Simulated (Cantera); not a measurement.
Source: NASA polynomial tables (part measured, part estimated), evaluated in Cantera. Values are per mole of reaction as written; species without (g) are pure solids or liquids, kept so even where they would boil at 1 bar.

2 NF₃(g) + 3 Cu = 3 CuF₂ + 2 N(g), with ΔH° = -407.9 kJ and ΔS° = -81.8 J/K at 300 K.

Question: How far is the shortcut ΔG° ≈ ΔH°(300 K) − T·ΔS°(300 K) from the full temperature-dependent value at 1800, 2000, 2200, 2400, 2600 K?

Answer: 
```tsv
T (K)	shortcut (kJ)	full (kJ)	difference (kJ)	difference in log10 K	condensed phases
1800	-260.7	-461.0	200.3	-5.81	Cu(l), CuF₂(l)
2000	-244.3	-493.5	249.2	-6.51	Cu(l), CuF₂(l)
2200	-228.0	-527.4	299.5	-7.11	Cu(l), CuF₂(l)
2400	-211.6	-562.7	351.1	-7.64	Cu(l), CuF₂(l)
2600	-195.2	-599.1	403.8	-8.11	Cu(l), CuF₂(l)
```
The shortcut ignores heat capacities and the phase changes listed.
